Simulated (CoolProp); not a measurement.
Vapour pressure (bar) of nitrogen: the reference equation beside estimates from Tc = 126.2 K, pc = 33.96 bar, ω = 0.037.

Model: reference Helmholtz-energy equation of state, Span 2000, in CoolProp.

```csv
T (K),reference,Lee-Kesler,van der Waals,Redlich-Kwong,Soave-Redlich-Kwong,Peng-Robinson
78.8,1.197,1.192,3.701,1.045,1.185,1.210
81.3,1.575,1.570,4.396,1.414,1.563,1.587
83.8,2.035,2.032,5.174,1.872,2.026,2.047
86.2,2.565,2.564,6.002,2.407,2.559,2.577
88.7,3.219,3.220,6.952,3.074,3.220,3.232
91.2,3.989,3.992,7.995,3.865,3.999,4.002
93.7,4.885,4.889,9.135,4.792,4.907,4.899
96.1,5.876,5.880,10.32,5.820,5.912,5.892
98.6,7.053,7.057,11.66,7.044,7.109,7.074
101.1,8.393,8.394,13.11,8.438,8.471,8.419
103.5,9.841,9.838,14.59,9.944,9.945,9.876
106,11.53,11.52,16.25,11.70,11.67,11.58
```

Absolute difference from the reference over all 12 rows, mean and median: Lee-Kesler 0.1 and 0.1 %, van der Waals 105.5 and 93.7 %, Redlich-Kwong 4.2 and 2.5 %, Soave-Redlich-Kwong 0.6 and 0.7 %, Peng-Robinson 0.5 and 0.4 %.
